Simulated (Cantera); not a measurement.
Charge: 1 mol C2F6, 2.8 mol HCl, 0.1 mol H2, equilibrated at 1273 K and 1.70 mbar.

Cantera equilibrium calculation (NASA polynomials, part measured and part estimated; ideal gas, pure solids and liquids). Candidate condensed phases: C, C6H6, C7H8, C8H18; 118 gas species. The feed counts by its element totals alone. Gases not in the tables: C2F6 and larger saturated fluorocarbons. The numbers say what is thermodynamically allowed, not how fast it happens.

Base state: HF 0.452, CF4 0.171, Cl2 0.158, HCl 0.121, Cl 0.0937, CClF3 0.00329, CCl2F2 6.12e-5 (mole fractions); condensed: C(graphite).

What changes in the equilibrium state with this change: temperature from 1273 K to 3248.15 K?


| species | before | after |
|---|---|---|
| F | 1.64e-6 | 0.393 |
| Cl | 0.0937 | 0.239 |
| H | <1e-9 | 0.150 |
| HF | 0.452 | 0.105 |
| CF4 | 0.171 | <1e-9 |
| C | <1e-9 | 0.0594 |
| C3 | <1e-9 | 0.0240 |
| CF | <1e-9 | 0.0164 |
| C2 | <1e-9 | 0.0114 |
| Cl2 | 0.158 | 4.83e-7 |
| HCl | 0.121 | 0.000892 |
| CClF3 | 0.00329 | <1e-9 |
| H2 | <1e-9 | 0.000377 |
| C2H | <1e-9 | 0.000220 |
| CCl2F2 | 6.12e-5 | <1e-9 |
| C(graphite), mol | 1.09 | 0 |
The tables' values for CCl are old estimates; treat these amounts as uncertain.
